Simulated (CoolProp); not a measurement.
Computed with CoolProp (reference Helmholtz-energy equation of state, Bücker 2006).

For isobutane, give the phase and the Z, cp (kJ/(kg K)) at 575 K and 2.59 MPa; 575 K and 3.89 MPa; 575 K and 14.3 MPa.


- 575 K and 2.59 MPa: gas; Z 0.927, cp 2.94
- 575 K and 3.89 MPa: supercritical; Z 0.893, cp 3.00
- 575 K and 14.3 MPa: supercritical; Z 0.773, cp 3.43
